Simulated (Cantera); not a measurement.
An isothermal, constant-pressure homogeneous reactor starts with N2O : H2O : N2 = 1 : 0.19 : 0.0063 (molar parts), at 1498 K and 0.0630 bar.

Model: GRI-Mech 3.0 (53 species, 325 reactions), integrated in Cantera. GRI-Mech 3.0 was tuned for natural gas; its chemistry of N2O as a main component is partial and can be far from experiment. The temperature is held fixed by assumption; the heat of reaction is taken as removed at once.

Problem. Predict: x(N2O) at 9.00 s; x(H2O) at 9.00 s; x(NO) at 9.00 s; x(NO2) at 9.00 s; x(OH) at 9.00 s; x(H2O2) at 9.00 s.

Solution. 
| Property | Value |
|---|---|
| x(N2O) at 9.00 s | 1.74e-6 (gas-phase equilibrium 1.67e-8) |
| x(H2O) at 9.00 s | 0.112 (gas-phase equilibrium 0.112) |
| x(NO) at 9.00 s | 0.0974 (gas-phase equilibrium 0.00125) |
| x(NO2) at 9.00 s | 0.000142 (gas-phase equilibrium 1.99e-6) |
| x(OH) at 9.00 s | 0.000170 (gas-phase equilibrium 0.000177) |
| x(H2O2) at 9.00 s | 2.87e-9 (gas-phase equilibrium 3.13e-9) |
